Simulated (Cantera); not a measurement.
Premixed flame

A freely propagating, adiabatic, planar premixed flame of CH₄ : C₂H₆ : C₃H₈ : O₂ : N₂ = 1 : 0.48 : 0.26 : 3.56 : 13.4 (molar parts), unburnt at 325 K and 0.365 atm; mixture-averaged transport, grid criteria slope 0.08 and curve 0.16, no radiation.

Model: GRI-Mech 3.0 (53 species, 325 reactions), integrated in Cantera. GRI-Mech 3.0 was tuned for natural gas; its chemistry of propane as a main component is partial and can be far from experiment. Burning velocities carry a grid error of a few per cent, more on coarse grids.

```
z (mm)  T (K)  u (m/s)     x CH₄    x C₂H₆   x C₃H₈    x HCO    x CH₂O    x CH₂
------  -----  -------  --------  --------  -------  -------  --------  -------
-3.62     325    0.367    0.0534    0.0256   0.0139    <1e-8   3.20e-8    <1e-8
-2.41     328    0.371    0.0530    0.0255   0.0138    <1e-8   1.08e-6    <1e-8
-1.81     339    0.386    0.0524    0.0253   0.0137    <1e-8   8.97e-6    <1e-8
-1.21     440    0.510    0.0492    0.0244   0.0134    <1e-8  0.000160    <1e-8
-0.603    938     1.13    0.0354    0.0170  0.00915  3.64e-7   0.00127  6.58e-8
-0.301   1346     1.66    0.0226   0.00748  0.00294  1.22e-5   0.00142  4.69e-6
0        1703     2.14   0.00813  0.000572  6.18e-5  3.85e-5  0.000553  5.49e-5
0.301    1877     2.36   0.00137   6.17e-6  3.03e-8  1.88e-5  0.000135  5.29e-5
0.603    1930     2.43  0.000183   9.65e-8    <1e-8  4.32e-6   2.65e-5  1.53e-5
1.21     1952     2.45   5.37e-6     <1e-8    <1e-8  2.72e-7   1.17e-6  8.49e-7
2.41     1963     2.46   5.36e-8     <1e-8    <1e-8  7.47e-8   1.48e-8  1.13e-8
4.82     1974     2.47     <1e-8     <1e-8    <1e-8  6.25e-8     <1e-8    <1e-8
9.64     1989     2.48     <1e-8     <1e-8    <1e-8  4.94e-8     <1e-8    <1e-8
```
x: mole fraction of selected species; z is measured from the peak of heat release.

The laminar burning velocity comes out as 36.6 cm/s and the thermal thickness is 1.21 mm. The peak x(HCO) is 3.85e-5 and the peak x(CH₂O) is 0.00152. The peak x(CH₂) is 6.84e-5 and the grid points comes out as 157.
